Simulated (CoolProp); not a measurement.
R115 at 298.15 K and 16.1 MPa is throttled through a valve to 2.71 MPa with no heat exchange. Each further row changes one setting.

Model: reference Helmholtz-energy equation of state, Lemmon 2016, in CoolProp.

| case | temperature change (K) | final phase | final density (kg/m³) |
|---|---|---|---|
| as stated | … | liquid | … |
| outlet pressure 0.813 MPa | -4.0 | … | … |
| outlet pressure 3.52 MPa | +1.6 | liquid | 1310 |

**Question.** Complete the blanks.

**Answer.** 
- as stated, temperature change (K): +1.5
- as stated, final density (kg/m³): 1300
- outlet pressure 0.813 MPa, final phase: two-phase, vapour fraction 0.060
- outlet pressure 0.813 MPa, final density (kg/m³): 598
